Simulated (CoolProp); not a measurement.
Isobutane at 298.15 K and 1.32 MPa flows at 0.97 m/s in a round tube of 6 mm bore and 15 µm roughness, fully developed (64/Re and Nu = 3.66 if laminar; Colebrook and Gnielinski if turbulent). Each further row changes one setting.

Model: reference Helmholtz-energy equation of state, Bücker 2006, in CoolProp.

| case | Reynolds number | Darcy friction factor | pressure drop (Pa/m) | heat-transfer coefficient (W/(m² K)) | mass flow (kg/h) |
|---|---|---|---|---|---|
| as stated | 20900 | 0.0304 | ? | 2100 | 54.6 |
| velocity 1.94 m/s | 41900 | ? | 4860 | 4060 | 109 |
| diameter 12 mm | 41900 | ? | ? | ? | ? |

Problem. What belongs in the gaps?

Solution. 
- as stated, pressure drop (Pa/m): 1320
- velocity 1.94 m/s, Darcy friction factor: 0.0280
- diameter 12 mm, Darcy friction factor: 0.0253
- diameter 12 mm, pressure drop (Pa/m): 547
- diameter 12 mm, heat-transfer coefficient (W/(m² K)): 1880
- diameter 12 mm, mass flow (kg/h): 218

Viscosity comes from a separate model (Vogel 2000). Thermal conductivity comes from a separate model (Perkins 2002).
